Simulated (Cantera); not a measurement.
A closed system holds: 1 mol SiH2Cl2, 1.7 mol N2O, 1.9 mol N2, held at 58.0 mbar.

Method: chemical equilibrium by Gibbs-energy minimisation in Cantera with the NASA 1993 tables (ideal gas, pure condensed phases). Candidate condensed phases: H2O, NH4Cl, Si, SiO2, Si2N2O, Si3N4; 47 gas species. Mutual solubility and eutectic melting of coexisting phases are not modelled. The tables hold silica as quartz up to 1696 K and as liquid above; real silica turns to tridymite and cristobalite and melts near 1996 K. Equilibrium is a limit: real reactors are often held back by kinetics, nucleation or transport.

What share of the Si ends up in condensed phases as a function of T (K), at 700, 900, 1100, 1300, 1500, 1700, 1900?


```tsv
T (K)	Si condensed (%)	as
700	98.1	SiO2(α-quartz) + Si2N2O(s)
900	96.8	SiO2(β-quartz) + Si2N2O(s)
1100	95.6	SiO2(β-quartz) + Si2N2O(s)
1300	94.5	SiO2(β-quartz) + Si2N2O(s)
1500	92.2	SiO2(β-quartz) + Si2N2O(s)
1700	82.8	SiO2(condensed)
1900	74.6	SiO2(condensed)
```
